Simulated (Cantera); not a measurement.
# Adiabatic ignition

An adiabatic, constant-pressure homogeneous reactor starts with 4.21 % CH₄, 0.799 % C₂H₆, 1.26 % C₃H₈, 19.7 % O₂, 74.0 % N₂, equivalence ratio 0.89, at 1200 K and 7.10 bar.

Cantera simulation using GRI-Mech 3.0 (53 species, 325 reactions); the numbers are that mechanism's predictions, not measurements. GRI-Mech 3.0 was tuned for natural gas; its chemistry of propane as a main component is partial and can be far from experiment.

| t (s) | T (K) | x CH₄ | x C₂H₆ | x C₃H₈ | x NO₂ | x HCN | x CH₂O |
|---|---|---|---|---|---|---|---|
| 3.00e-6 | 1200 | 0.0421 | 0.00799 | 0.0126 | <1e-12 | <1e-12 | 4.38e-9 |
| 8.88e-6 | 1200 | 0.0421 | 0.00799 | 0.0126 | <1e-12 | <1e-12 | 4.31e-8 |
| 2.63e-5 | 1200 | 0.0421 | 0.00799 | 0.0126 | <1e-12 | <1e-12 | 4.93e-7 |
| 7.77e-5 | 1200 | 0.0421 | 0.00799 | 0.0126 | <1e-12 | <1e-12 | 7.54e-6 |
| 0.000230 | 1201 | 0.0420 | 0.00792 | 0.0125 | <1e-12 | <1e-12 | 0.000130 |
| 0.000681 | 1213 | 0.0410 | 0.00714 | 0.0108 | <1e-12 | <1e-12 | 0.00157 |
| 0.00201 | 2694 | <1e-12 | <1e-12 | <1e-12 | 4.97e-6 | 4.20e-10 | 2.39e-10 |
| 0.00596 | 2689 | <1e-12 | <1e-12 | <1e-12 | 6.64e-6 | 5.13e-10 | 2.41e-10 |
| 0.0176 | 2689 | <1e-12 | <1e-12 | <1e-12 | 6.64e-6 | 5.13e-10 | 2.41e-10 |
| 0.0522 | 2689 | <1e-12 | <1e-12 | <1e-12 | 6.64e-6 | 5.13e-10 | 2.41e-10 |
| 0.154 | 2689 | <1e-12 | <1e-12 | <1e-12 | 6.64e-6 | 5.13e-10 | 2.41e-10 |
| 0.457 | 2689 | <1e-12 | <1e-12 | <1e-12 | 6.64e-6 | 5.13e-10 | 2.41e-10 |
| 1.35 | 2689 | <1e-12 | <1e-12 | <1e-12 | 6.64e-6 | 5.13e-10 | 2.41e-10 |
| 4.00 | 2689 | <1e-12 | <1e-12 | <1e-12 | 6.64e-6 | 5.13e-10 | 2.41e-10 |
x: mole fraction; the columns are a selection and need not sum to one.

```yaml
time_of_steepest_temperature_rise: 0.933 ms
temperature at 4.00 s: 2689 K
equilibrium_temperature: 2689 K
x(CH₄) at 4.00 s: <1e-12 (gas-phase equilibrium <1e-12)
x(C₂H₆) at 4.00 s: <1e-12 (gas-phase equilibrium <1e-12)
x(C₃H₈) at 4.00 s: <1e-12 (gas-phase equilibrium <1e-12)
```
